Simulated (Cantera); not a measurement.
Feed: 1 mol Si, a varied amount of O₂, 8.4 mol H₂, equilibrated at 1850 °C and 13300 Pa.

Cantera equilibrium calculation (NASA polynomials, part measured and part estimated; ideal gas, pure solids and liquids). Candidate condensed phases: H₂O, Si, SiO₂; 18 gas species. The tables hold silica as quartz up to 1696 K and as liquid above; real silica turns to tridymite and cristobalite and melts near 1996 K. Gases not in the tables: Si(OH)₄, Si₂H₆ and higher silanes. Equilibrium is a limit: real reactors are often held back by kinetics, nucleation or transport.

Problem. Which condensed phases are stable at each of these points (n(O₂) (mol)): 0.27, 0.32, 0.38, 0.45, 0.53, 0.62, 0.73, 0.86, 1, 1.2, 1.4?

Solution. 
```tsv
n(O₂) (mol)	condensed phases	Si condensed (%)
0.27	Si(l)	44.4
0.32	Si(l)	34.4
0.38	Si(l)	22.4
0.45	Si(l)	8.4
0.53	gas only	0.0
0.62	gas only	0.0
0.73	SiO₂(l)	16.6
0.86	SiO₂(l)	35.2
1	SiO₂(l)	52.0
1.2	SiO₂(l)	69.0
1.4	SiO₂(l)	79.3
```

From 0.27 mol O₂ to 0.45 mol O₂ the condensed part is Si(l). From 0.53 mol O₂ to 0.62 mol O₂ nothing is condensed. From 0.73 mol O₂ to 1.4 mol O₂ the condensed part is SiO₂(l).
